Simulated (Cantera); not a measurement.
A perfectly stirred reactor is fed with N₂O : H₂O = 1 : 0.026 (molar parts), at 560 Pa; it is held at 1125 K, and followed from long to short residence time.

Model: GRI-Mech 3.0 (53 species, 325 reactions), integrated in Cantera. GRI-Mech 3.0 was tuned for natural gas; its chemistry of N2O as a main component is partial and can be far from experiment. Radical loss at walls, strong at low pressure, is not modelled. The mechanism lacks the step 2 NO + O2 → 2 NO2, which can matter for NO2 below about 1400 K. The temperature is held fixed by assumption; the heat of reaction is taken as removed at once.

Question: What does this change do: pressure from 560 Pa to 4100 Pa?

Answer: 
| quantity | before | after |
|---|---|---|
| x(N₂O) at τ = 28.0 s | 0.941 | 0.775 |
| x(H₂O) at τ = 28.0 s | 0.0251 | 0.0236 |
| x(N₂) at τ = 28.0 s | 0.0220 | 0.130 |
| x(O₂) at τ = 28.0 s | 0.0105 | 0.0627 |
| x(NO) at τ = 28.0 s | 0.00126 | 0.00825 |
| x(N₂O) at τ = 80.0 ms | 0.975 | 0.974 |
| x(H₂O) at τ = 80.0 ms | 0.0253 | 0.0253 |
| x(N₂) at τ = 80.0 ms | 6.34e-5 | 0.000472 |
| x(O₂) at τ = 80.0 ms | 2.96e-5 | 0.000223 |
| x(NO) at τ = 80.0 ms | 4.88e-6 | 3.15e-5 |

Question: What does this change do: pressure from 560 Pa to 940 Pa?

Answer: 
| quantity | before | after |
|---|---|---|
| x(N₂O) at τ = 28.0 s | 0.941 | 0.920 |
| x(H₂O) at τ = 28.0 s | 0.0251 | 0.0249 |
| x(N₂) at τ = 28.0 s | 0.0220 | 0.0359 |
| x(O₂) at τ = 28.0 s | 0.0105 | 0.0172 |
| x(NO) at τ = 28.0 s | 0.00126 | 0.00214 |
| x(N₂O) at τ = 80.0 ms | 0.975 | 0.974 |
| x(H₂O) at τ = 80.0 ms | 0.0253 | 0.0253 |
| x(N₂) at τ = 80.0 ms | 6.34e-5 | 0.000107 |
| x(O₂) at τ = 80.0 ms | 2.96e-5 | 5.02e-5 |
| x(NO) at τ = 80.0 ms | 4.88e-6 | 8.14e-6 |

Question: What does this change do: pressure from 560 Pa to 40000 Pa?

Answer: 
```tsv
quantity	before	after
x(N₂O) at τ = 28.0 s	0.941	0.309
x(H₂O) at τ = 28.0 s	0.0251	0.0197
x(N₂) at τ = 28.0 s	0.0220	0.435
x(O₂) at τ = 28.0 s	0.0105	0.211
x(NO) at τ = 28.0 s	0.00126	0.0245
x(N₂O) at τ = 80.0 ms	0.975	0.968
x(H₂O) at τ = 80.0 ms	0.0253	0.0253
x(N₂) at τ = 80.0 ms	6.34e-5	0.00451
x(O₂) at τ = 80.0 ms	2.96e-5	0.00212
x(NO) at τ = 80.0 ms	4.88e-6	0.000238
```
